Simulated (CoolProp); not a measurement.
Vapour-liquid equilibrium of trans-2-butene (1) + acetone (2) at 0.0422 MPa; x and y are mole fractions of (1).

Computed with CoolProp (multi-fluid Helmholtz-energy mixture model, Lemmon 2005 and Lemmon 2006; pair parameters Bell 2016).

| x | bubble temperature, mixture model (K) | bubble temperature, Raoult's law (K) | y, mixture model | y, Raoult's law |
|---|---|---|---|---|
| 0.05 | 287.5 | 298.9 | 0.564 | 0.284 |
| 0.125 | 272.4 | 290.6 | 0.807 | 0.543 |
| 0.2 | 264.9 | 284.1 | 0.879 | 0.694 |
| 0.275 | 260.9 | 278.7 | 0.909 | 0.787 |
| 0.35 | 258.7 | 274.3 | 0.923 | 0.848 |
| 0.425 | 257.5 | 270.5 | 0.931 | 0.890 |
| 0.5 | 256.9 | 267.3 | 0.935 | 0.920 |
| 0.575 | 256.4 | 264.4 | 0.938 | 0.942 |
| 0.65 | 256.1 | 261.9 | 0.941 | 0.959 |
| 0.725 | 255.7 | 259.7 | 0.945 | 0.972 |
| 0.8 | 255.1 | 257.6 | 0.952 | 0.982 |
| 0.875 | 254.5 | 255.8 | 0.962 | 0.990 |
| 0.95 | 253.7 | 254.1 | 0.981 | 0.996 |

The largest gap from Raoult's law is -19.2 K in bubble temperature, at x = 0.2. No azeotrope shows between x = 0.05 and 0.95.

Pair parameters are fitted to limited data, so mixtures are less certain than the pure fluids. With so large a gap from Raoult's law the liquid may split in two, which this calculation doesn't test in full.
